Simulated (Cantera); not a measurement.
Source: NASA polynomial tables (part measured, part estimated), evaluated in Cantera. Values are per mole of reaction as written; species without (g) are pure solids or liquids, kept so even where they would boil at 1 bar. TiC: taken at fixed stoichiometry.

Ti + C → TiC

```csv
T (K),ΔH° (kJ),ΔS° (J/K),ΔG° (kJ),log10 K
2275,-209.1,-25.7,-150.7,3.46
2350,-209.9,-26.0,-148.8,3.31
2425,(withheld),(withheld),(withheld),(withheld)
2500,-211.2,-26.6,-144.8,3.03
2575,-211.8,-26.8,-142.8,2.90
2650,-212.4,-27.0,-140.8,2.77
2725,(withheld),(withheld),(withheld),(withheld)
2800,-213.3,-27.4,-136.7,2.55
2875,-213.7,-27.5,-134.6,2.45
2950,-214.1,-27.6,-132.6,2.35
```

Question: What belongs in the gaps?

Answer: 
- 2425, ΔH° (kJ): -210.6
- 2425, ΔS° (J/K): -26.3
- 2425, ΔG° (kJ): -146.8
- 2425, log10 K: 3.16
- 2725, ΔH° (kJ): -212.9
- 2725, ΔS° (J/K): -27.2
- 2725, ΔG° (kJ): -138.7
- 2725, log10 K: 2.66
